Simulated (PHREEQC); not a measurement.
Dissolve 9.2 mmol/kgw MnSO4, 5.6 mmol/kgw NiCl2 and 130 mmol/kgw H2SO4 at 25 °C. Closed to the air; pH follows from the charge balance.

Equilibrium calculation in PHREEQC: ion-association model, wateq4f.dat.

Precipitation was switched off in this run.

Order these S species by the share of S that they hold, largest first: HSO4-, NiSO4, MnSO4, SO4-2.

HSO4- (80 %), SO4-2 (17 %), MnSO4 (1.8 %), NiSO4 (1.1 %)

Order these Ni species by the share of Ni that they hold, largest first: Ni+2, NiCl+, NiSO4.

Ni+2 (71 %), NiSO4 (28 %), NiCl+ (0.58 %)

The pH is 0.93 and the ionic strength 0.205 mol/kgw.
